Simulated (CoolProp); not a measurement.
Vapour-liquid equilibrium of propane (1) + toluene (2) at 142 kPa; x and y are mole fractions of (1).

Computed with CoolProp (multi-fluid Helmholtz-energy mixture model, Lemmon 2009 and Lemmon 2006; pair parameters Bell 2016).

Q: Give the bubble temperature and the first vapour's composition at x = 0.05, 0.35, 0.5. Is there an azeotrope?

A: x = 0.05: 323.3 K, y = 0.912; x = 0.35: 254.0 K, y = 0.999; x = 0.5: 248.6 K, y = 0.999. No azeotrope shows between x = 0.05 and 0.95.

Pair parameters are fitted to limited data, so mixtures are less certain than the pure fluids. With so large a gap from Raoult's law the liquid may split in two, which this calculation doesn't test in full.
